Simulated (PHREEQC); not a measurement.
Dissolve 0.0055 mol/kgw CdSO4, 0.029 mol/kgw NaCl and 0.0021 mol/kgw HCl at 80 °C. It is in equilibrium with CO2 at log p = -1 (atm). Otherwise closed; pH follows from the charge balance.

The numbers come from PHREEQC with the ion-association model, phreeqc.dat.

This is a speciation only: nothing precipitates in the calculation.

Q: Order these Cd species by the share of Cd that they hold, largest first: Cd+2, Cd(SO4)2-2, CdCl2, CdSO4, CdCl+.

A: CdCl+ (49 %), Cd+2 (36 %), CdSO4 (10.0 %), CdCl2 (4.4 %), Cd(SO4)2-2 (0.32 %)

The pH is 2.98 and the ionic strength 0.0423 mol/kgw. Constants without temperature data keep their 25 °C values here.
